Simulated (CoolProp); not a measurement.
Model: reference Helmholtz-energy equation of state, Jacobsen 1992, in CoolProp.

Question: For R11, give the phase and the cp (kJ/(kg K)), speed of sound (m/s) at 500 K and 0.171 MPa; 500 K and 1.16 MPa.

Answer: 
- 500 K and 0.171 MPa: gas; cp 0.688, speed of sound 181
- 500 K and 1.16 MPa: gas; cp 0.716, speed of sound 171
